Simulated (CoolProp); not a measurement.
Model: reference Helmholtz-energy equation of state, Guder 2009, in CoolProp.

Give the vapour pressure (kPa), liquid density (kg/m³), liquid cp (kJ/(kg K)), vapour viscosity (µPa s) of saturated sulfur hexafluoride at 290.3 K.


| T (K) | p (kPa) | liquid density (kg/m³) | liquid cp (kJ/(kg K)) | vapour viscosity (µPa s) |
|---|---|---|---|---|
| 290.3 | 1960 | 1420 | 1.19 | 16.6 |

Viscosity comes from a separate model (Quiñones-Cisneros 2012).
